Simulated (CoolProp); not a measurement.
A single-stage vapour-compression cycle with the fluid: evaporating at 265.15 K (dew point), condensing at 324.15 K (bubble point), superheat 10 K, subcooling 8 K, compressor efficiency 0.85, no pressure losses. The same conditions are run with several fluids, on thermodynamics alone (safety and materials aside).

The numbers come from the reference Helmholtz-energy equation of state of each fluid (dimethyl ether: Wu 2011; R21: Platzer 1990; R141b: Lemmon 2006; CH2F2 (R32): Tillner-Roth 1997; R134a: Tillner-Roth 1994; n-perfluorobutane: Gao 2022) in CoolProp. The equations of Platzer and Polt are older, rougher fits.

**Question.** Rank dimethyl ether, R21, R141b, CH2F2 (R32), R134a, n-perfluorobutane by cooling COP, highest first.

**Answer.** R141b (3.31), R21 (3.27), dimethyl ether (3.15), R134a (2.99), CH2F2 (R32) (2.81), n-perfluorobutane (2.46)

| fluid | pressure ratio | discharge temperature (K) | refrigerating effect (kJ/kg) | volumetric capacity (kJ/m³) |
|---|---|---|---|---|
| dimethyl ether | 5.87 | 358.9 | 337 | 1430 |
| R21 | 8.13 | 380.3 | 201 | 462 |
| R141b | 9.79 | 352.7 | 190 | 189 |
| CH2F2 (R32) | 5.15 | 392.7 | 243 | 3890 |
| R134a | 6.23 | 346.4 | 142 | 1460 |
| n-perfluorobutane | 7.21 | 324.2 | 49.9 | 426 |

The compression ends wet for: n-perfluorobutane.
